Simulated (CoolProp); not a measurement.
Vapour-liquid equilibrium of cyclopentane (1) + octamethylcyclotetrasiloxane (D4) (2) at 162.35 °C; x and y are mole fractions of (1).

The numbers come from the multi-fluid Helmholtz-energy mixture model, Gedanitz 2015 and Thol 2015; pair parameters Bell 2016 in CoolProp.

| x | bubble pressure, mixture model (kPa) | bubble pressure, Raoult's law (kPa) | y, mixture model | y, Raoult's law |
|---|---|---|---|---|
| 0.05 | ? | 140.4 | 0.354 | 0.519 |
| 0.125 | 167.3 | 244.4 | 0.603 | 0.745 |
| 0.2 | ? | 348.3 | 0.731 | 0.837 |
| 0.275 | 305.2 | 452.2 | 0.808 | 0.886 |
| 0.35 | 384.9 | 556.2 | 0.859 | 0.917 |
| 0.425 | 472.7 | 660.1 | ? | 0.938 |
| 0.5 | 569.3 | 764.0 | 0.922 | 0.953 |
| 0.575 | 675.4 | 868.0 | 0.943 | 0.965 |
| 0.65 | 791.9 | 971.9 | 0.959 | 0.974 |
| 0.725 | 919.2 | 1076 | 0.972 | 0.982 |
| 0.8 | 1057 | 1180 | 0.982 | 0.988 |
| 0.875 | 1205 | 1284 | 0.990 | 0.993 |
| 0.95 | 1358 | 1388 | 0.997 | 0.997 |

Problem. Complete the blanks.

Solution. 
- 0.05, bubble pressure, mixture model (kPa): 107.7
- 0.2, bubble pressure, mixture model (kPa): 232.9
- 0.425, y, mixture model: 0.895

The largest gap from Raoult's law is -33.1 % in bubble pressure, at x = 0.2. No azeotrope shows between x = 0.05 and 0.95.

The pair parameters rest on a limited set of measurements; away from them the model extrapolates.
